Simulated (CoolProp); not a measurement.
Fluorine along the isotherm -175.15 °C: fugacity coefficient from the reference equation and from simpler models built on Tc = -128.7 °C, pc = 52.40 bar, ω = 0.045; each cubic takes its own stable root.

The numbers come from the reference Helmholtz-energy equation of state, de Reuck 1990 in CoolProp.

| p (bar) | phase | reference | Soave-Redlich-Kwong | Peng-Robinson |
|---|---|---|---|---|
| 8.73 | liquid | 0.3901 | 0.3978 | 0.3983 |
| 17.5 | liquid | 0.2003 | 0.2043 | 0.2039 |
| 26.2 | liquid | 0.1377 | 0.1405 | 0.1397 |
| 34.9 | liquid | 0.1064 | 0.1085 | 0.1076 |
| 43.7 | liquid | 0.08745 | 0.08923 | 0.08815 |
| 52.4 | liquid | 0.07504 | 0.07657 | 0.07540 |
| 61.1 | liquid | 0.06621 | 0.06756 | 0.06631 |
| 69.9 | liquid | 0.05956 | 0.06077 | 0.05946 |
| 78.6 | liquid | 0.05449 | 0.05560 | 0.05422 |
| 87.3 | liquid | 0.05047 | 0.05149 | 0.05005 |
| 96.1 | liquid | 0.04718 | 0.04812 | 0.04663 |
| 105 | liquid | 0.04444 | 0.04533 | 0.04378 |
| 114 | liquid | 0.04214 | 0.04298 | 0.04137 |
| 122 | liquid | 0.04040 | 0.04120 | 0.03955 |
| 131 | liquid | 0.03873 | 0.03949 | 0.03779 |
